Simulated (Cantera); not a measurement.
Input (Python, Cantera) and output of one run.

```python
import numpy as np
import cantera as ct

gas_names = """
    CL CL2 H HCL H2 N NH NH2 NH3 N2 N2H2 N2H4 Si SiCL SiCL2 SiCL3 SiCL4 SiH SiHCL3 SiH2 SiH2CL2 SiH3
    SiH3CL SiH4 SiN Si2 Si2N Si3
""".split()
cond_names = """
    NH4CL(a) NH4CL(b) Si(cr) Si(L) Si3N4(a)
""".split()


def load(file, names, dense=False):
    # The tables refer to 1 bar. Condensed volumes are neglected.
    table = {s.name: s for s in ct.Species.list_from_file(file)}
    out = []
    for n in names:
        d = dict(table[n].input_data)
        d["thermo"] = dict(d["thermo"], **{"reference-pressure": 1e5})
        if dense:
            d["equation-of-state"] = {"model": "constant-volume", "density": "1e6 g/cm^3"}
        out.append(ct.Species.from_dict(d))
    return out


gas = ct.Solution(thermo="ideal-gas", species=load("nasa_gas.yaml", gas_names))
cond = {s.name: ct.Solution(thermo="fixed-stoichiometry", species=[s], name=s.name)
        for s in load("nasa_condensed.yaml", cond_names, dense=True)}
atoms = {
    'SiHCl3': {'Si': 1, 'H': 1, 'CL': 3},
    'NH3': {'N': 1, 'H': 3},
    'H2': {'H': 2},
}
top_T = {'Si3N4(a)': 2400}  # K; cautious upper limits of use, not melting points


def equilibrate(T, P, feed):
    n = {}
    for name, mol in feed.items():
        for a, k in atoms[name].items():
            n[a] = n.get(a, 0.0) + k * mol
    gas.TPX = T, P, n
    mass = sum(n.values()) * gas.mean_molecular_weight
    gas.equilibrate("TP")
    valid = [c for c in cond.values() if c.min_temp <= T <= top_T.get(c.name, c.max_temp)]
    mix = ct.Mixture([(gas, mass / gas.mean_molecular_weight)] + [(c, 0.0) for c in valid])
    mix.T, mix.P = T, P
    mix.equilibrate("TP", solver="vcs", rtol=1e-11, max_steps=5000)
    return mix


results = []
feed = {'SiHCl3': 1, 'NH3': 14, 'H2': 0.24}  # mol
P = 1333.22  # Pa
for T in [1173, 1273, 1373, 1473, 1573, 1673, 1773, 1873]:
    mix = equilibrate(T, P, feed)
    results.append((T, P, feed, dict(zip(mix.species_names, mix.species_moles))))
    x = sorted(zip(gas.X, gas.species_names), reverse=True)
    print(f"T = {T:g} K  P = {P:g} Pa  gas = {mix.phase_moles(0):.4g} mol")
    print("   x: " + "  ".join(f"{s} {v:.3e}" for v, s in x if v > 1e-06))
    print("   condensed (mol): " + ("  ".join(f"{mix.phase(i).name} {mix.phase_moles(i):.4g}"
          for i in range(1, mix.n_phases) if mix.phase_moles(i) > 1e-12) or "none"))
```

It prints:

```
T = 1173 K  P = 1333.22 Pa  gas = 29.57 mol
   x: H2 6.845e-01  N2 2.142e-01  HCL 1.013e-01  SiCL4 2.507e-05  SiCL2 8.927e-06  SiCL3 4.764e-06  SiHCL3 3.948e-06
   condensed (mol): Si3N4(a) 0.3329
T = 1273 K  P = 1333.22 Pa  gas = 29.57 mol
   x: H2 6.845e-01  N2 2.142e-01  HCL 1.012e-01  SiCL2 7.427e-05  SiCL4 1.927e-05  SiCL3 1.478e-05  SiHCL3 5.211e-06  H 5.110e-06
   condensed (mol): Si3N4(a) 0.3322
T = 1373 K  P = 1333.22 Pa  gas = 29.58 mol
   x: H2 6.847e-01  N2 2.144e-01  HCL 1.003e-01  SiCL2 4.437e-04  SiCL3 3.791e-05  H 2.386e-05  SiCL4 1.498e-05  SiHCL3 6.466e-06  CL 2.897e-06
   condensed (mol): Si3N4(a) 0.3284
T = 1473 K  P = 1333.22 Pa  gas = 29.61 mol
   x: H2 6.855e-01  N2 2.152e-01  HCL 9.708e-02  SiCL2 1.954e-03  H 9.072e-05  SiCL3 7.866e-05  SiCL4 1.083e-05  CL 1.041e-05  SiHCL3 7.186e-06
   condensed (mol): Si3N4(a) 0.3131
T = 1573 K  P = 1333.22 Pa  gas = 29.7 mol
   x: H2 6.877e-01  N2 2.174e-01  HCL 8.826e-02  SiCL2 6.153e-03  H 2.920e-04  SiCL3 1.204e-04  CL 2.979e-05  SiHCL3 6.404e-06  SiCL4 6.200e-06  SiCL 3.279e-06  SiH2CL2 1.091e-06
   condensed (mol): Si3N4(a) 0.271
T = 1673 K  P = 1333.22 Pa  gas = 29.86 mol
   x: H2 6.912e-01  N2 2.212e-01  HCL 7.302e-02  SiCL2 1.348e-02  H 8.200e-04  SiCL3 1.261e-04  CL 6.765e-05  SiCL 2.997e-05  Si 1.519e-05  SiHCL3 4.177e-06  SiH2 3.690e-06  SiH 2.465e-06  SiCL4 2.460e-06  SiH2CL2 1.223e-06
   condensed (mol): Si3N4(a) 0.1974
T = 1773 K  P = 1333.22 Pa  gas = 30.28 mol
   x: H2 6.858e-01  N2 2.312e-01  HCL 6.223e-02  SiCL2 1.814e-02  H 2.040e-03  Si 1.598e-04  CL 1.423e-04  SiCL 1.412e-04  SiCL3 8.964e-05  SiH 1.886e-05  SiH2 1.692e-05  Si2N 7.060e-06  SiN 4.260e-06  SiHCL3 1.945e-06
   condensed (mol): Si(L) 0.437
T = 1873 K  P = 1333.22 Pa  gas = 30.34 mol
   x: H2 6.821e-01  N2 2.307e-01  HCL 6.419e-02  SiCL2 1.692e-02  H 4.616e-03  Si 6.614e-04  SiCL 3.389e-04  CL 3.291e-04  SiH 5.877e-05  SiCL3 5.636e-05  SiH2 3.346e-05  Si2N 1.964e-05  SiN 1.320e-05  Si2 4.937e-06  Si3 1.129e-06
   condensed (mol): Si(L) 0.4496
```

These are equilibrium values from Cantera (NASA tables, ideal gas, pure condensed phases), not measurements of a reactor. The tables' values for SiCl, SiCl3, SiN are old estimates; treat these amounts as uncertain. Gases not in the tables: Si2H6 and higher silanes.
